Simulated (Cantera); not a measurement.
A freely propagating, adiabatic, planar premixed flame of 46.0 % H2, 11.0 % O2, 41.2 % N2, 1.84 % H2O, unburnt at 625 K and 1280 Torr; mixture-averaged transport, grid criteria slope 0.08 and curve 0.16, no radiation.

Model: the H2/O2 subset of GRI-Mech 3.0, which has no nitrogen chemistry, integrated in Cantera. Burning velocities carry a grid error of a few per cent, more on coarse grids.

**Question.** Predict: laminar burning velocity; thermal thickness; peak x(O); peak x(H2O2); peak x(HO2); peak x(H).

**Answer.** 
```
Item                        Result
------------------------  --------
laminar burning velocity  967 cm/s
thermal thickness         0.230 mm
peak x(O)                  0.00338
peak x(H2O2)               1.39e-5
peak x(HO2)               0.000393
peak x(H)                   0.0788
```
